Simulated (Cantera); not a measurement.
Input (Python, Cantera) and output of one run.

```python
import numpy as np
import cantera as ct

gas_names = """
    Fe FeO N NO NO2 NO3 N2 N2O O O2 O3 S SN SO SO2 SO3 S2 S2O S8
""".split()
cond_names = """
    Fe(a) Fe(c) Fe(d) Fe(L) FeO(s) FeO(L) FeS(a) FeS(b) FeS(c) FeS(L) FeSO4(s) FeS2(s) Fe2O3(s)
    Fe2S3O12(s) Fe3O4(s) S(cr1) S(cr2) S(L)
""".split()


# ... load() reads the species with a 1 bar reference pressure and builds the phases ...
atoms = {
    'FeS': {'Fe': 1, 'S': 1},
    'SO3': {'S': 1, 'O': 3},
    'N2': {'N': 2},
}
top_T = {'FeSO4(s)': 950, 'FeS2(s)': 1010, 'Fe2O3(s)': 1830, 'Fe2S3O12(s)': 1100, 'Fe3O4(s)': 1870}  # K; cautious upper limits of use, not melting points


# ... equilibrate(T, P, feed) seeds the gas with the atoms and calls Mixture.equilibrate('TP', solver="vcs", rtol=1e-11, max_steps=5000) ...
results = []
feed = {'FeS': 1, 'SO3': 0.07, 'N2': 0.67}  # mol
T = 1375  # K
for P in [1000, 3000, 8800, 26000, 77000, 230000, 680000, 2000000]:
    mix = equilibrate(T, P, feed)
    results.append((T, P, feed, dict(zip(mix.species_names, mix.species_moles))))
    x = sorted(zip(gas.X, gas.species_names), reverse=True)
    print(f"T = {T:g} K  P = {P:g} Pa  gas = {mix.phase_moles(0):.4g} mol")
    print("   x: " + "  ".join(f"{s} {v:.3e}" for v, s in x if v > 0.001))
    print("   condensed (mol): " + ("  ".join(f"{mix.phase(i).name} {mix.phase_moles(i):.4g}"
          for i in range(1, mix.n_phases) if mix.phase_moles(i) > 1e-12) or "none"))
```

Output:

```
T = 1375 K  P = 1000 Pa  gas = 0.7795 mol
   x: N2 8.595e-01  SO2 7.767e-02  S2 6.070e-02  SO 1.553e-03
   condensed (mol): FeO(s) 0.08727  FeS(c) 0.9127
T = 1375 K  P = 3000 Pa  gas = 0.7755 mol
   x: N2 8.640e-01  SO2 8.836e-02  S2 4.587e-02  SO 1.173e-03
   condensed (mol): FeO(s) 0.07156  FeS(c) 0.9284
T = 1375 K  P = 8800 Pa  gas = 0.7723 mol
   x: N2 8.675e-01  SO2 9.686e-02  S2 3.407e-02
   condensed (mol): FeO(s) 0.05918  FeS(c) 0.9408
T = 1375 K  P = 26000 Pa  gas = 0.7699 mol
   x: N2 8.703e-01  SO2 1.035e-01  S2 2.482e-02
   condensed (mol): FeO(s) 0.04954  FeS(c) 0.9505
T = 1375 K  P = 77000 Pa  gas = 0.768 mol
   x: N2 8.724e-01  SO2 1.086e-01  S2 1.784e-02
   condensed (mol): FeO(s) 0.04231  FeS(c) 0.9577
T = 1375 K  P = 230000 Pa  gas = 0.763 mol
   x: N2 8.782e-01  SO2 1.079e-01  S2 1.280e-02
   condensed (mol): FeS(c) 0.9667  Fe3O4(s) 0.01111
T = 1375 K  P = 680000 Pa  gas = 0.7626 mol
   x: N2 8.786e-01  SO2 1.098e-01  S2 1.045e-02
   condensed (mol): FeS(c) 0.9688  Fe3O4(s) 0.01041
T = 1375 K  P = 2e+06 Pa  gas = 0.7623 mol
   x: N2 8.790e-01  SO2 1.113e-01  S2 8.516e-03  S2O 1.017e-03
   condensed (mol): FeS(c) 0.9705  Fe3O4(s) 0.009842
```

Equilibrium computed with Cantera from the NASA thermochemical tables; the gas is ideal and each condensed phase is pure. Metal and sulfide melt together well below either melting point, which pure phases cannot show. Mutual solubility and eutectic melting of coexisting phases are not modelled. The tables' stoichiometric FeO is somewhat more stable than real wüstite, so its field is too wide. FeO, FeS: taken at fixed stoichiometry.
